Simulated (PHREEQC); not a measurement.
Make-up at 25 °C: 0.16 mol Ni(NO3)2, 0.22 mol KCl and 0.0092 mol HCl per kg of water. Closed to the air; pH follows from the charge balance.

Computed with PHREEQC (ion-association model, wateq4f.dat).

Precipitation was switched off in this run.

**Question.** Order these Cl species by the share of Cl that they hold, largest first: NiCl+, NiCl2, Cl-.

**Answer.** Cl- (88 %), NiCl+ (7.8 %), NiCl2 (4.6 %)

**Question.** Order these Ni species by the share of Ni that they hold, largest first: Ni+2, NiCl+, NiCl2.

**Answer.** Ni+2 (86 %), NiCl+ (11 %), NiCl2 (3.3 %)

The pH is 2.16 and the ionic strength 0.658 mol/kgw.
